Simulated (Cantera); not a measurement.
Input: 1 mol SiHCl₃, 1 mol CH₄, a varied amount of H₂, held at 1675 K and 99.0 mbar.

Method: chemical equilibrium by Gibbs-energy minimisation in Cantera with the NASA 1993 tables (ideal gas, pure condensed phases). Candidate condensed phases: C, C₆H₆, C₇H₈, C₈H₁₈, Si, SiC; 109 gas species. The tables' values for SiCl₃ are old estimates; treat these amounts as uncertain. Equilibrium is a limit: real reactors are often held back by kinetics, nucleation or transport.

log p: log10 of the partial pressure in bar; n: condensed amount in mol.

| n(H₂) (mol) | log p H₂ | log p HCl | log p SiCl₂ | log p SiCl₃ | log p SiCl₄ | n C(graphite) | n SiC(s) |
|---|---|---|---|---|---|---|---|
| 2.2 | -1.27 | -1.36 | -2.77 | -3.54 | -3.99 | [?] | 0.868 |
| 3.4 | -1.22 | -1.43 | -2.95 | -3.81 | -4.35 | [?] | 0.901 |
| 5.3 | -1.17 | -1.52 | -3.18 | -4.16 | -4.81 | [?] | 0.930 |
| 8.1 | -1.13 | -1.63 | -3.44 | -4.54 | -5.33 | [?] | 0.951 |
| 13 | -1.09 | -1.77 | -3.76 | -5.02 | -5.97 | [?] | 0.968 |
| 20 | -1.06 | -1.91 | -4.08 | -5.50 | -6.61 | [?] | 0.979 |
| 30 | -1.04 | -2.06 | -4.40 | -5.98 | -7.24 | [?] | 0.986 |
| 47 | -1.03 | -2.24 | -4.73 | -6.49 | -7.93 | 0 | 0.990 |
| 72 | -1.02 | -2.41 | -4.93 | -6.87 | -8.49 | 0 | 0.991 |
| 110 | -1.02 | -2.59 | -5.13 | -7.25 | -9.05 | 0 | 0.991 |

Task: Complete the blanks.

Result: 
- 2.2, n C(graphite): 0.131
- 3.4, n C(graphite): 0.0983
- 5.3, n C(graphite): 0.0691
- 8.1, n C(graphite): 0.0471
- 13, n C(graphite): 0.0287
- 20, n C(graphite): 0.0164
- 30, n C(graphite): 0.00724
